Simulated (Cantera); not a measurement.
**Premixed flame**

A freely propagating, adiabatic, planar premixed flame of C3H8 : O2 : N2 : H2O = 1 : 3.85 : 14.5 : 3.2 (molar parts), equivalence ratio 1.3, unburnt at 675 K and 900 Torr; multicomponent+Soret transport, grid criteria slope 0.08 and curve 0.16, no radiation.

Computed with Cantera and GRI-Mech 3.0 (53 species, 325 reactions). GRI-Mech 3.0 was tuned for natural gas; its chemistry of propane as a main component is partial and can be far from experiment. Burning velocities carry a grid error of a few per cent, more on coarse grids.

```tsv
z (mm)	T (K)	u (m/s)	x C3H8	x O2	x H2O	x C2H2	x HCO	x CH2CO
-0.903	675	1.16	0.0443	0.170	0.142	1.78e-7	<1e-8	3.51e-8
-0.602	678	1.17	0.0442	0.170	0.141	2.08e-6	<1e-8	5.24e-7
-0.451	688	1.19	0.0441	0.168	0.141	1.31e-5	<1e-8	4.21e-6
-0.301	749	1.31	0.0436	0.162	0.144	0.000105	<1e-8	4.53e-5
-0.150	1071	1.93	0.0317	0.128	0.166	0.000921	5.68e-7	0.000554
-0.0752	1410	2.64	0.0104	0.0877	0.193	0.00233	1.97e-5	0.00140
0	1738	3.34	0.000275	0.0446	0.222	0.00378	4.97e-5	0.00110
0.0752	1911	3.68	2.71e-7	0.0190	0.237	0.00165	2.18e-5	0.000194
0.150	1971	3.79	<1e-8	0.00851	0.242	0.000295	4.85e-6	1.90e-5
0.301	2010	3.84	<1e-8	0.00324	0.241	6.63e-6	2.84e-7	2.73e-7
0.602	2046	3.90	<1e-8	0.00181	0.241	1.32e-8	1.41e-7	<1e-8
1.20	2083	3.96	<1e-8	0.00106	0.244	<1e-8	1.00e-7	<1e-8
2.41	2116	4.01	<1e-8	0.000504	0.247	<1e-8	6.52e-8	<1e-8
```
x: mole fraction of selected species; z is measured from the peak of heat release.

| Item | Result |
|---|---|
| laminar burning velocity | 116 cm/s |
| thermal thickness | 0.301 mm |
| peak x(C2H2) | 0.00380 |
| peak x(HCO) | 5.13e-5 |
| peak x(CH2CO) | 0.00156 |
| grid points | 140 |
